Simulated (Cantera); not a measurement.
Feed: 1 mol SiH2Cl2, 0.024 mol HCl, 200 mol N2, equilibrated at 1398 K and 1430 Torr.

These are equilibrium values from Cantera (NASA tables, ideal gas, pure condensed phases), not measurements of a reactor. Candidate condensed phases: NH4Cl, Si, Si3N4; 28 gas species. N2 is the only nitrogen source here; it is nearly inert below about 1500 K, so the nitride shown seldom forms there in practice. The tables' values for SiCl3 are old estimates; treat these amounts as uncertain. Kinetics and transport are ignored.

Base state: N2 0.990, HCl 0.00796, H2 0.00105, SiCl4 0.000456, SiCl3 6.23e-5, SiCl2 3.64e-5 (mole fractions); condensed: Si3N4(s).

### Question
What changes in the equilibrium state with this change: N2 from 200 to 41 mol?

### Answer
```tsv
species	before	after
N2	0.990	0.956
HCl	0.00796	0.0336
H2	0.00105	0.00707
SiCl4	0.000456	0.00326
SiHCl3	4.20e-6	4.81e-5
SiCl3	6.23e-5	0.000274
SiCl2	3.64e-5	9.84e-5
Si3N4(s), mol	0.296	0.281
```

### Question
What changes in the equilibrium state with this change: N2 from 200 to 15 mol?

### Answer
| species | before | after |
|---|---|---|
| N2 | 0.990 | 0.887 |
| HCl | 0.00796 | 0.0792 |
| H2 | 0.00105 | 0.0224 |
| SiCl4 | 0.000456 | 0.0105 |
| SiHCl3 | 4.20e-6 | 0.000208 |
| SiCl3 | 6.23e-5 | 0.000667 |
| SiCl2 | 3.64e-5 | 0.000181 |
| Si3N4(s), mol | 0.296 | 0.271 |
